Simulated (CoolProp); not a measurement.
R236FA along the isobar 2.03 MPa: fugacity coefficient from the reference equation and from simpler models built on Tc = 398.1 K, pc = 3.191 MPa, ω = 0.377; each cubic takes its own stable root.

Values from CoolProp's reference Helmholtz-energy equation of state, Pan 2012.

| T (K) | phase | reference | van der Waals | Peng-Robinson |
|---|---|---|---|---|
| 213.3 | liquid | 0.002084 | 0.07724 | 0.002216 |
| 234 | liquid | 0.008300 | 0.1301 | 0.008502 |
| 254.8 | liquid | (withheld) | (withheld) | 0.02520 |
| 275.5 | liquid | 0.06065 | 0.2882 | 0.06075 |
| 296.3 | liquid | 0.1252 | 0.3916 | 0.1254 |
| 317 | liquid | 0.2266 | 0.5073 | (withheld) |
| 337.8 | liquid | 0.3705 | 0.6328 | 0.3718 |
| 358.5 | liquid | 0.5543 | 0.7540 | 0.5545 |
| 379.3 | gas | (withheld) | 0.7875 | 0.7302 |
| 400 | gas | 0.7890 | 0.8143 | 0.7753 |

Fill in the missing entries.


- 254.8, reference: 0.02502
- 254.8, van der Waals: 0.2008
- 317, Peng-Robinson: 0.2273
- 379.3, reference: 0.7395

At some of these states van der Waals gives the other phase, because its saturation line lies elsewhere.
